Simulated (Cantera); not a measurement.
# Dilute partial oxidation

An isothermal, constant-pressure homogeneous reactor starts with CH4 : O2 : N2 = 0.011 : 0.04 : 1 (molar parts), at 1125 K and 0.987 atm.

Cantera simulation using GRI-Mech 3.0 (53 species, 325 reactions); the numbers are that mechanism's predictions, not measurements. The temperature is held fixed by assumption; the heat of reaction is taken as removed at once.

```json
[
 {"t (s)": "8.00e-5", "x CH4": "0.0105", "x O2": "0.0381", "x CH2O": "1.65e-12", "x HCO": "<1e-12", "x CH2": "<1e-12", "x OH": "<1e-12"},
 {"t (s)": "0.000288", "x CH4": "0.0105", "x O2": "0.0381", "x CH2O": "2.17e-11", "x HCO": "<1e-12", "x CH2": "<1e-12", "x OH": "1.21e-12"},
 {"t (s)": "0.00103", "x CH4": "0.0105", "x O2": "0.0381", "x CH2O": "2.92e-10", "x HCO": "<1e-12", "x CH2": "<1e-12", "x OH": "4.20e-12"},
 {"t (s)": "0.00371", "x CH4": "0.0105", "x O2": "0.0381", "x CH2O": "4.37e-9", "x HCO": "<1e-12", "x CH2": "<1e-12", "x OH": "1.87e-11"},
 {"t (s)": "0.0133", "x CH4": "0.0105", "x O2": "0.0381", "x CH2O": "9.03e-8", "x HCO": "<1e-12", "x CH2": "<1e-12", "x OH": "1.10e-10"},
 {"t (s)": "0.0480", "x CH4": "0.0105", "x O2": "0.0381", "x CH2O": "1.92e-6", "x HCO": "<1e-12", "x CH2": "<1e-12", "x OH": "4.59e-10"},
 {"t (s)": "0.172", "x CH4": "0.0104", "x O2": "0.0380", "x CH2O": "1.47e-5", "x HCO": "5.09e-12", "x CH2": "<1e-12", "x OH": "1.02e-9"},
 {"t (s)": "0.619", "x CH4": "0.00985", "x O2": "0.0376", "x CH2O": "0.000157", "x HCO": "3.39e-10", "x CH2": "7.68e-12", "x OH": "2.00e-8"},
 {"t (s)": "2.23", "x CH4": "<1e-12", "x O2": "0.0171", "x CH2O": "<1e-12", "x HCO": "<1e-12", "x CH2": "<1e-12", "x OH": "7.11e-7"},
 {"t (s)": "8.00", "x CH4": "<1e-12", "x O2": "0.0171", "x CH2O": "<1e-12", "x HCO": "<1e-12", "x CH2": "<1e-12", "x OH": "3.33e-7"}
]
```
x: mole fraction; the columns are a selection and need not sum to one.

Equilibrium at this temperature and pressure: CH4 <1e-12, O2 0.0171, CH2O <1e-12, HCO <1e-12, CH2 <1e-12, OH 2.48e-7 (gas phase only).
